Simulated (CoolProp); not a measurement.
Computed with CoolProp (reference Helmholtz-energy equation of state, Lemmon 2005). It is a short technical equation, of lower accuracy than the large ones.

Task: Give the vapour pressure (MPa), liquid density (kg/m³), enthalpy of vaporisation (kJ/kg), vapour Z of saturated trans-2-butene at 55.35 °C.

Result: 
| T (°C) | p (MPa) | liquid density (kg/m³) | enthalpy of vaporisation (kJ/kg) | vapour Z |
|---|---|---|---|---|
| 55.35 | 0.554 | 560 | 346 | 0.868 |
